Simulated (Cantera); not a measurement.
Feed: 1 mol Ta2O5, 3.1 mol CO, 0.16 mol H2, equilibrated at 0.230 bar.

Cantera equilibrium calculation (NASA polynomials, part measured and part estimated; ideal gas, pure solids and liquids). Candidate condensed phases: C, C6H6, C7H8, C8H18, H2O, Ta, TaC, Ta2O5; 113 gas species. Mutual solubility and eutectic melting of coexisting phases are not modelled. TaC: taken at fixed stoichiometry. Condensed phases not in the tables: Ta2C. The numbers say what is thermodynamically allowed, not how fast it happens.

x: gas mole fraction; n: condensed amount in mol.

```csv
T (°C),x CO,x CO2,x H2,x H2O,x H,x CH4,n C(graphite),n Ta2O5(s),n TaC(s),n Ta2O5(l)
552,0.253,0.664,0.0475,0.0349,3.61e-12,0.000470,1.34,1.00,0,0
702,0.802,0.142,0.0506,0.00560,5.36e-10,7.39e-5,0.419,1.00,0,0
852,0.938,___,0.0490,___,___,___,___,1.00,0,0
1002,0.949,0.00145,0.0490,0.000125,3.40e-7,5.12e-6,0.00512,1.00,0,0
1152,0.950,0.00129,0.0489,0.000151,3.15e-6,4.47e-7,0,0.999,0.00134,0
1302,0.950,0.00127,0.0489,0.000190,1.92e-5,5.78e-8,0,0.999,0.00136,0
1452,0.950,0.00126,0.0488,0.000228,8.56e-5,1.08e-8,0,0.999,0.00138,0
1602,0.950,0.00125,0.0487,___,___,___,0,0.999,0.00141,0
1752,0.949,0.00124,0.0483,0.000296,0.000882,8.08e-10,0,0.999,0.00143,0
1902,0.949,0.00118,0.0476,0.000307,0.00222,3.04e-10,0,0,0.00135,0.999
```

Fill in the missing entries.


- 1602, x H2O: 0.000264
- 1602, x H: 0.000302
- 1602, x CH4: 2.66e-9
- 852, x CO2: 0.0118
- 852, x H2O: 0.000680
- 852, x H: 2.05e-8
- 852, x CH4: 1.59e-5
- 852, n C(graphite): 0.0403
